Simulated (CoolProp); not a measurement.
Vapour-liquid equilibrium of n-hexane (1) + hexamethyldisiloxane (MM) (2) at -23.85 °C; x and y are mole fractions of (1).

Model: multi-fluid Helmholtz-energy mixture model, Thol 2019 and Thol 2016; pair parameters Bell 2016, in CoolProp.

```tsv
x	bubble pressure, mixture model (kPa)	bubble pressure, Raoult's law (kPa)	y, mixture model	y, Raoult's law
0.05	0.3044	0.3119	0.213	0.233
0.15	0.4042	0.4321	0.468	0.505
0.25	0.5030	0.5523	0.622	0.658
0.35	0.6061	0.6725	___	0.757
0.45	0.7171	0.7927	0.809	0.825
0.55	0.8376	0.9129	0.870	0.876
0.65	0.9679	1.033	___	0.915
0.75	___	1.153	0.951	0.945
0.85	___	1.273	0.976	0.970
0.95	1.388	1.394	___	0.991
```

What belongs in the gaps?


- 0.35, y, mixture model: 0.729
- 0.65, y, mixture model: 0.916
- 0.75, bubble pressure, mixture model (kPa): 1.106
- 0.85, bubble pressure, mixture model (kPa): 1.248
- 0.95, y, mixture model: 0.994

The largest gap from Raoult's law is -9.9 % in bubble pressure, at x = 0.35. No azeotrope shows between x = 0.05 and 0.95.

Pair parameters are fitted to limited data, so mixtures are less certain than the pure fluids.
